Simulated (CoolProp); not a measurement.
The fluid at 293.15 K and 2.36 MPa expands adiabatically to 0.215 MPa with isentropic efficiency 1. The same conditions are run with several fluids, on thermodynamics alone (safety and materials aside).

Values from CoolProp's reference Helmholtz-energy equation of state of each fluid (C2F6 (R116): Lemmon 2006; carbon monoxide: Lemmon 2006; oxygen: Schmidt 1985; methane: Setzmann 1991; nitrogen: Span 2000).

```tsv
fluid	work (kJ/kg)	final temperature (K)	final density (kg/m³)
C2F6 (R116)	30.3	222.1	17.1
carbon monoxide	148	146.5	5.02
oxygen	(withheld)	(withheld)	5.73
methane	264	160.4	2.66
nitrogen	(withheld)	(withheld)	5.00
```

### Question
Complete the blanks.

### Answer

- oxygen, work (kJ/kg): 129
- oxygen, final temperature (K): 146.8
- nitrogen, work (kJ/kg): 149
- nitrogen, final temperature (K): 146.7
